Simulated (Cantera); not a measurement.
Mixture: CH4 : CO : O2 : N2 = 1 : 0.15 : 2.08 : 7.8 (molar parts), equivalence ratio 1.00, at 1.00 bar, adiabatic and at constant volume. Ignition delay is the time to a rise of 400 K.

Computed with Cantera and GRI-Mech 3.0 (53 species, 325 reactions).

**Question.** What does this change do: CH4 1 to 3 parts?

**Answer.** 
| quantity | before | after |
|---|---|---|
| delay at 1300 K | 11.8 ms | 21.0 ms |
| delay at 1450 K | 1.90 ms | 3.21 ms |
| delay at 1600 K | 0.445 ms | 0.648 ms |
| delay at 1750 K | 0.144 ms | 0.182 ms |
| delay at 1900 K | 58.9 µs | 68.1 µs |
| apparent activation energy between 1825 and 1975 K | 160 kJ/mol | 170 kJ/mol |

**Question.** What does this change do: constant pressure in place of constant volume?

**Answer.** 
| quantity | before | after |
|---|---|---|
| delay at 1300 K | 11.8 ms | 12.4 ms |
| delay at 1450 K | 1.90 ms | 2.01 ms |
| delay at 1600 K | 0.445 ms | 0.469 ms |
| delay at 1750 K | 0.144 ms | 0.153 ms |
| delay at 1900 K | 58.9 µs | 62.9 µs |
| apparent activation energy between 1825 and 1975 K | 160 kJ/mol | 160 kJ/mol |

**Question.** What does this change do: pressure from 1.00 bar to 17.0 bar?

**Answer.** 
```json
[
 {"quantity": "delay at 1300 K", "before": "11.8 ms", "after": "0.905 ms"},
 {"quantity": "delay at 1450 K", "before": "1.90 ms", "after": "0.184 ms"},
 {"quantity": "delay at 1600 K", "before": "0.445 ms", "after": "46.2 µs"},
 {"quantity": "delay at 1750 K", "before": "0.144 ms", "after": "13.9 µs"},
 {"quantity": "delay at 1900 K", "before": "58.9 µs", "after": "5.07 µs"},
 {"quantity": "apparent activation energy between 1825 and 1975 K", "before": "160 kJ/mol", "after": "180 kJ/mol"}
]
```
The pressure lies above the range GRI-Mech 3.0 was tuned for (to about 10 atm).
